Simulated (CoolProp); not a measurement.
Vapour-liquid equilibrium of dimethyl ether (1) + R227EA (2) at 318.6 K; x and y are mole fractions of (1).

The numbers come from the multi-fluid Helmholtz-energy mixture model, Wu 2011 and Lemmon 2016; pair parameters Bell 2016 in CoolProp.

```json
[
 {"x": "0.05", "bubble pressure, mixture model (kPa)": "784.3", "bubble pressure, Raoult's law (kPa)": "824.2", "y, mixture model": "0.026", "y, Raoult's law": "0.062"},
 {"x": "0.125", "bubble pressure, mixture model (kPa)": "744.0", "bubble pressure, Raoult's law (kPa)": "839.8", "y, mixture model": "(withheld)", "y, Raoult's law": "0.152"},
 {"x": "0.2", "bubble pressure, mixture model (kPa)": "712.9", "bubble pressure, Raoult's law (kPa)": "855.5", "y, mixture model": "0.158", "y, Raoult's law": "0.239"},
 {"x": "0.275", "bubble pressure, mixture model (kPa)": "(withheld)", "bubble pressure, Raoult's law (kPa)": "871.1", "y, mixture model": "0.251", "y, Raoult's law": "0.323"},
 {"x": "0.35", "bubble pressure, mixture model (kPa)": "690.3", "bubble pressure, Raoult's law (kPa)": "886.8", "y, mixture model": "0.357", "y, Raoult's law": "0.404"},
 {"x": "0.425", "bubble pressure, mixture model (kPa)": "(withheld)", "bubble pressure, Raoult's law (kPa)": "902.4", "y, mixture model": "0.467", "y, Raoult's law": "0.481"},
 {"x": "0.5", "bubble pressure, mixture model (kPa)": "722.0", "bubble pressure, Raoult's law (kPa)": "918.1", "y, mixture model": "0.573", "y, Raoult's law": "0.557"},
 {"x": "0.575", "bubble pressure, mixture model (kPa)": "754.2", "bubble pressure, Raoult's law (kPa)": "933.7", "y, mixture model": "0.670", "y, Raoult's law": "0.630"},
 {"x": "0.65", "bubble pressure, mixture model (kPa)": "794.1", "bubble pressure, Raoult's law (kPa)": "949.4", "y, mixture model": "0.754", "y, Raoult's law": "0.700"},
 {"x": "0.725", "bubble pressure, mixture model (kPa)": "839.3", "bubble pressure, Raoult's law (kPa)": "965.0", "y, mixture model": "(withheld)", "y, Raoult's law": "0.768"},
 {"x": "0.8", "bubble pressure, mixture model (kPa)": "887.6", "bubble pressure, Raoult's law (kPa)": "980.7", "y, mixture model": "0.885", "y, Raoult's law": "0.834"},
 {"x": "0.875", "bubble pressure, mixture model (kPa)": "937.6", "bubble pressure, Raoult's law (kPa)": "996.3", "y, mixture model": "0.934", "y, Raoult's law": "0.898"},
 {"x": "0.95", "bubble pressure, mixture model (kPa)": "988.3", "bubble pressure, Raoult's law (kPa)": "1012", "y, mixture model": "0.976", "y, Raoult's law": "0.960"}
]
```

Task: Some entries are withheld; supply them.

Result: 
- 0.125, y, mixture model: 0.082
- 0.275, bubble pressure, mixture model (kPa): 694.6
- 0.425, bubble pressure, mixture model (kPa): 700.0
- 0.725, y, mixture model: 0.825

The largest gap from Raoult's law is -22.4 % in bubble pressure, at x = 0.425. y crosses x between x = 0.275 and 0.35: the model has an azeotrope there.

Pair parameters are fitted to limited data, so mixtures are less certain than the pure fluids.
